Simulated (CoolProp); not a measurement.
Properties of R125 at several states.

Values from CoolProp's reference Helmholtz-energy equation of state, Lemmon 2005.

```json
[
 {"T (K)": "287.1", "p (MPa)": "0.0414", "phase": "gas", "density (kg/m³)": "2.096", "cv (kJ/(kg K))": "0.7018", "speed of sound (m/s)": "147.0", "Prandtl number": "0.733", "fugacity coefficient": "0.9930"},
 {"T (K)": "200.4", "p (MPa)": "1.46", "phase": "liquid", "density (kg/m³)": "1603", "cv (kJ/(kg K))": "0.7031", "speed of sound (m/s)": "800.1", "Prandtl number": "6.57", "fugacity coefficient": "0.01816"},
 {"T (K)": "214.5", "p (MPa)": "0.0567", "phase": "gas", "density (kg/m³)": "3.927", "cv (kJ/(kg K))": "0.5862", "speed of sound (m/s)": "126.3", "Prandtl number": "0.771", "fugacity coefficient": "0.9726"},
 {"T (K)": "359", "p (MPa)": "1.46", "phase": "gas", "density (kg/m³)": "66.90", "cv (kJ/(kg K))": "0.8389", "speed of sound (m/s)": "147.9", "Prandtl number": "0.798", "fugacity coefficient": "0.8890"},
 {"T (K)": "226.6", "p (MPa)": "0.012", "phase": "gas", "density (kg/m³)": "0.7681", "cv (kJ/(kg K))": "0.5990", "speed of sound (m/s)": "131.9", "Prandtl number": "0.746", "fugacity coefficient": "0.9953"}
]
```

Viscosity comes from a separate model (Huber 2006). Thermal conductivity comes from a separate model (Perkins 2006).
